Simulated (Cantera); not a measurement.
Charge: 1 mol TiO2, 5.1 mol CO, 0.59 mol H2, equilibrated at 17.0 mbar.

These are equilibrium values from Cantera (NASA tables, ideal gas, pure condensed phases), not measurements of a reactor. Candidate condensed phases: C, C6H6, C7H8, C8H18, H2O, Ti, TiC, TiO, TiO2, Ti2O3, Ti3O5, Ti4O7; 113 gas species. Mutual solubility and eutectic melting of coexisting phases are not modelled. Condensed phases not in the tables: Magnéli phases beyond Ti4O7. Equilibrium is a limit: real reactors are often held back by kinetics, nucleation or transport.

At 1423 K, list the 4 most abundant gas species with their mole fractions, and the condensed phases.

CO 0.893, H2 0.103, CO2 0.00349, H2O 0.000910. Condensed: TiO2(rutile) + Ti4O7(s).
